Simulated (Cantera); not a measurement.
Low-pressure radical oxidation in H2/O2

A perfectly stirred reactor is fed with H2 : O2 : N2 = 0.041 : 1 : 2.3 (molar parts), equivalence ratio 0.021, at 20.0 Torr; it is held at 1200 K, and followed from long to short residence time.

Model: the H2/O2 subset of GRI-Mech 3.0, which has no nitrogen chemistry, integrated in Cantera. Radical loss at walls, strong at low pressure, is not modelled.

| τ (s) | x H2 | x O2 | x H2O | x H | x O | x H2O2 |
|---|---|---|---|---|---|---|
| 17 | 1.08e-5 | 0.295 | 0.0123 | 3.88e-6 | 0.000149 | 1.29e-8 |
| 4.7 | 2.35e-5 | 0.295 | 0.0122 | 1.38e-5 | 0.000346 | 1.96e-8 |
| 1.3 | 5.00e-5 | 0.294 | 0.0121 | 4.75e-5 | 0.000781 | 2.74e-8 |
| 0.38 | 0.000102 | 0.294 | 0.0120 | 0.000147 | 0.00162 | 3.50e-8 |
| 0.11 | 0.000208 | 0.293 | 0.0116 | 0.000406 | 0.00308 | 4.27e-8 |
| 0.030 | 0.000453 | 0.292 | 0.0110 | 0.000935 | 0.00495 | 5.32e-8 |
| 0.0084 | 0.00106 | 0.291 | 0.00987 | 0.00156 | 0.00595 | 7.28e-8 |
x: mole fraction; the columns are a selection and need not sum to one.
